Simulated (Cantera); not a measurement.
An adiabatic, constant-volume homogeneous reactor starts with 9.81 % CO, 4.22 % H₂, 1.96 % CH₄, 17.7 % O₂, 66.3 % N₂, at 1598 K and 0.247 atm.

Computed with Cantera and GRI-Mech 3.0 (53 species, 325 reactions).

x: mole fraction; the columns are a selection and need not sum to one.

```json
[
 {"t (s)": "4.00e-6", "T (K)": "1598", "P (bar)": "0.250", "x CO": "0.0981", "x H₂": "0.0422", "x CH₄": "0.0196", "x H": "1.60e-7", "x O": "1.12e-7", "x NO₂": "<1e-12"},
 {"t (s)": "1.13e-5", "T (K)": "1598", "P (bar)": "0.250", "x CO": "0.0981", "x H₂": "0.0422", "x CH₄": "0.0196", "x H": "6.15e-7", "x O": "4.19e-7", "x NO₂": "<1e-12"},
 {"t (s)": "3.17e-5", "T (K)": "1598", "P (bar)": "0.250", "x CO": "0.0981", "x H₂": "0.0422", "x CH₄": "0.0196", "x H": "5.68e-6", "x O": "3.77e-6", "x NO₂": "<1e-12"},
 {"t (s)": "8.94e-5", "T (K)": "1627", "P (bar)": "0.255", "x CO": "0.0986", "x H₂": "0.0394", "x CH₄": "0.0157", "x H": "0.00144", "x O": "0.000619", "x NO₂": "2.34e-12"},
 {"t (s)": "0.000252", "T (K)": "?", "P (bar)": "0.333", "x CO": "?", "x H₂": "?", "x CH₄": "<1e-12", "x H": "?", "x O": "?", "x NO₂": "?"},
 {"t (s)": "0.000710", "T (K)": "2378", "P (bar)": "0.367", "x CO": "0.0515", "x H₂": "0.00748", "x CH₄": "<1e-12", "x H": "0.0145", "x O": "0.0259", "x NO₂": "3.52e-8"},
 {"t (s)": "0.00200", "T (K)": "2643", "P (bar)": "0.401", "x CO": "0.0424", "x H₂": "0.00532", "x CH₄": "<1e-12", "x H": "0.00672", "x O": "0.0161", "x NO₂": "7.28e-7"},
 {"t (s)": "0.00563", "T (K)": "2672", "P (bar)": "0.404", "x CO": "0.0404", "x H₂": "0.00499", "x CH₄": "<1e-12", "x H": "0.00576", "x O": "0.0141", "x NO₂": "2.97e-6"},
 {"t (s)": "0.0159", "T (K)": "2667", "P (bar)": "0.403", "x CO": "0.0401", "x H₂": "0.00497", "x CH₄": "<1e-12", "x H": "0.00560", "x O": "0.0135", "x NO₂": "4.58e-6"},
 {"t (s)": "0.0447", "T (K)": "2667", "P (bar)": "0.403", "x CO": "0.0401", "x H₂": "0.00497", "x CH₄": "<1e-12", "x H": "0.00559", "x O": "0.0135", "x NO₂": "4.73e-6"},
 {"t (s)": "0.126", "T (K)": "2667", "P (bar)": "0.403", "x CO": "0.0401", "x H₂": "0.00497", "x CH₄": "<1e-12", "x H": "0.00559", "x O": "0.0135", "x NO₂": "4.73e-6"},
 {"t (s)": "0.355", "T (K)": "2667", "P (bar)": "0.403", "x CO": "0.0401", "x H₂": "0.00497", "x CH₄": "<1e-12", "x H": "0.00559", "x O": "0.0135", "x NO₂": "4.73e-6"},
 {"t (s)": "1.00", "T (K)": "2667", "P (bar)": "0.403", "x CO": "0.0401", "x H₂": "0.00497", "x CH₄": "<1e-12", "x H": "0.00559", "x O": "0.0135", "x NO₂": "4.73e-6"}
]
```

Question: Complete the blanks.

Answer: 
- 0.000252, T (K): 2117
- 0.000252, x CO: 0.0558
- 0.000252, x H₂: 0.00906
- 0.000252, x H: 0.0257
- 0.000252, x O: 0.0353
- 0.000252, x NO₂: 2.24e-9
